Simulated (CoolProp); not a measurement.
Values from CoolProp's reference Helmholtz-energy equation of state, Span 2003. It is a short technical equation, of lower accuracy than the large ones.

Q: Give the vapour pressure (MPa), vapour density (kg/m³), surface tension (mN/m), liquid viscosity (µPa s) of saturated n-heptane at 427.6, 432.3, 469.4 K.

A: 
```tsv
T (K)	p (MPa)	vapour density (kg/m³)	surface tension (mN/m)	liquid viscosity (µPa s)
427.6	0.411	13.5	7.70	127
432.3	0.454	14.9	7.30	123
469.4	0.919	31.4	4.31	91.5
```

Viscosity comes from a separate model (Michailidou 2014). Surface tension comes from a separate correlation (Mulero 2012).
